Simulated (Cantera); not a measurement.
A freely propagating, adiabatic, planar premixed flame of 29.0 % H2, 14.5 % O2, 56.5 % N2, equivalence ratio 1.0, unburnt at 398 K and 9.87 atm; unity-Lewis-number transport, grid criteria slope 0.08 and curve 0.16, no radiation.

Model: the H2/O2 subset of GRI-Mech 3.0, which has no nitrogen chemistry, integrated in Cantera. The hydrogen kinetics of GRI-Mech 3.0 are dated; newer H2 mechanisms differ, most at raised pressure. Unity Lewis numbers drop preferential diffusion, which matters most where H2 and H carry the flame. Burning velocities carry a grid error of a few per cent, more on coarse grids.

x: mole fraction of selected species; z is measured from the peak of heat release.

| z (mm) | T (K) | u (m/s) | x H2 | x O2 | x H2O | x OH | x HO2 | x O |
|---|---|---|---|---|---|---|---|---|
| -0.0685 | 398 | 2.27 | 0.290 | 0.145 | 2.24e-5 | <1e-8 | 3.49e-7 | <1e-8 |
| -0.0457 | 399 | 2.27 | 0.290 | 0.145 | 0.000138 | <1e-8 | 2.15e-6 | <1e-8 |
| -0.0342 | 403 | 2.29 | 0.289 | 0.145 | 0.000583 | <1e-8 | 9.14e-6 | 3.14e-8 |
| -0.0228 | 422 | 2.40 | 0.287 | 0.144 | [?] | [?] | [?] | [?] |
| -0.0114 | 650 | 3.64 | 0.263 | 0.131 | 0.0314 | 1.82e-5 | 0.000611 | 1.97e-5 |
| -0.00571 | 1067 | 5.82 | 0.212 | 0.105 | 0.0892 | 0.000678 | 0.00100 | 0.000341 |
| 0 | [?] | 8.18 | [?] | [?] | [?] | [?] | [?] | [?] |
| 0.00571 | 1849 | 9.54 | 0.0695 | 0.0356 | 0.235 | 0.00922 | 0.000188 | 0.00448 |
| 0.0114 | 2007 | 10.2 | 0.0473 | 0.0229 | 0.261 | 0.0126 | 9.72e-5 | 0.00482 |
| 0.0228 | 2161 | 10.9 | 0.0349 | 0.0153 | 0.281 | 0.0133 | 4.74e-5 | 0.00355 |
| 0.0457 | 2285 | 11.4 | 0.0264 | 0.0110 | 0.296 | 0.0113 | 2.28e-5 | 0.00194 |
| 0.0913 | 2371 | 11.7 | 0.0196 | 0.00786 | 0.308 | 0.00886 | 1.06e-5 | 0.000990 |
| 0.183 | 2425 | 11.9 | 0.0145 | 0.00569 | 0.317 | 0.00690 | 5.21e-6 | 0.000537 |

**Question.** What belongs in the gaps?

**Answer.** 
- -0.0228, x H2O: 0.00292
- -0.0228, x OH: 3.39e-8
- -0.0228, x HO2: 4.78e-5
- -0.0228, x O: 2.54e-7
- 0, T (K): 1550
- 0, x H2: 0.129
- 0, x O2: 0.0656
- 0, x H2O: 0.175
- 0, x OH: 0.00374
- 0, x HO2: 0.000454
- 0, x O: 0.00233
